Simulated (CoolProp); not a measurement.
The numbers come from the reference Helmholtz-energy equation of state, Akasaka 2015 in CoolProp.

Task: For R245fa, give the phase and the cp (kJ/(kg K)), Prandtl number at 109.45 °C and 0.101 MPa; 128.55 °C and 0.101 MPa; 166.85 °C and 0.101 MPa.

Result: 
- 109.45 °C and 0.101 MPa: gas; cp 1.02, Prandtl number 0.663
- 128.55 °C and 0.101 MPa: gas; cp 1.05, Prandtl number 0.664
- 166.85 °C and 0.101 MPa: gas; cp 1.11, Prandtl number 0.667

Viscosity comes from a separate model (Bell 2016), an estimate that may be off by 10 % or more. Thermal conductivity comes from a separate model (Huber 2003), an estimate that may be off by 10 % or more.
